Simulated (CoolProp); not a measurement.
A single-stage vapour-compression cycle with R410A: evaporating at 210.15 K (dew point), condensing at 238.15 K (bubble point), superheat 2 K, subcooling 5 K, compressor efficiency 0.6, no pressure losses. Each further row changes one setting.

Model: reference Helmholtz-energy equation of state, Lemmon 2003, in CoolProp. It is a pseudo-pure fit of the blend.

```tsv
case	cooling COP	pressure ratio	discharge temperature (K)	refrigerating effect (kJ/kg)	volumetric capacity (kJ/m³)
as stated	4.10	4.06	296.2	252	577
evaporating temperature 215.15 K	5.21	3.07	284.4	255	758
condensing temperature 233.15 K	5.09	3.25	282.5	259	593
subcooling 10 K	4.21	4.06	296.2	259	592
superheat 12 K	4.01	4.06	308.7	260	564
compressor efficiency 0.5	3.42	4.06	310.7	252	577
```
